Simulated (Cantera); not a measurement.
Input: 1 mol C₂F₆, at 3075 K and 0.190 bar.

Equilibrium computed with Cantera from the NASA thermochemical tables; the gas is ideal and each condensed phase is pure. Candidate condensed phases: C; 13 gas species. The feed counts by its element totals alone. Gases not in the tables: C₂F₆ and larger saturated fluorocarbons. Equilibrium is a limit: real reactors are often held back by kinetics, nucleation or transport.

Base state: F 0.610, CF₂ 0.298, CF 0.0821, CF₃ 0.00362, C₃ 0.00358, CF₄ 0.00150, C 0.000535, C₂ 0.000369 (mole fractions); condensed: C(graphite).

**Question.** What changes in the equilibrium state with this change: C₂F₆ replaced by CH₃F?

**Answer.** 
| species | before | after |
|---|---|---|
| HF | 0 | 0.432 |
| H₂ | 0 | 0.290 |
| H | 0 | 0.244 |
| F | 0.610 | 0.00257 |
| CF₂ | 0.298 | 5.31e-6 |
| C₂H₂ (acetylene) | 0 | 0.0223 |
| CF | 0.0821 | 0.000347 |
| CF₃ | 0.00362 | <1e-9 |
| C₂H | 0 | 0.00358 |
| C(graphite), mol | 0.170 | 0.844 |
Further candidate phases: C₆H₆, C₇H₈, C₈H₁₈.

**Question.** What changes in the equilibrium state with this change: temperature from 3075 K to 3100 K?

**Answer.** 
| species | before | after |
|---|---|---|
| F | 0.610 | 0.624 |
| CF₂ | 0.298 | 0.278 |
| CF | 0.0821 | 0.0882 |
| C₅ | 8.18e-5 | 0.000113 |
| C₄ | 1.49e-5 | 2.05e-5 |
| C(graphite), mol | 0.170 | 0.191 |

**Question.** What changes in the equilibrium state with this change: C₂F₆ replaced by CF₄?

**Answer.** 
```json
[
 {"species": "F", "before": "0.610", "after": "0.688"},
 {"species": "CF₂", "before": "0.298", "after": "0.245"},
 {"species": "CF", "before": "0.0821", "after": "0.0599"},
 {"species": "C₅", "before": "8.18e-5", "after": "9.20e-6"},
 {"species": "C₄", "before": "1.49e-5", "after": "2.60e-6"},
 {"species": "C₃", "before": "0.00358", "after": "0.000965"},
 {"species": "C(graphite), mol", "before": "0.170", "after": "0"}
]
```
